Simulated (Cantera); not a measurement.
A closed system holds: 1 mol SiF₄, 19 mol NH₃, 14 mol N₂, equilibrated at 625 °C and 21.0 Pa.

Method: chemical equilibrium by Gibbs-energy minimisation in Cantera with the NASA 1993 tables (ideal gas, pure condensed phases). Candidate condensed phases: Si, Si₃N₄; 37 gas species. Kinetics and transport are ignored.

Q: What is the equilibrium state?

A: 
```json
{
  "x(H₂)": "0.538",
  "x(N₂)": "0.443",
  "x(SiF₄)": "0.0188",
  "x(HF)": "0.000257",
  "x(SiHF₃)": "1.32e-5",
  "x(SiF₃)": "1.56e-6",
  "n(Si₃N₄(s))": "0.00107 mol",
  "gas_amount": "53.00 mol",
  "log10 activity of Si(s) (absent)": "-5.98"
}
```
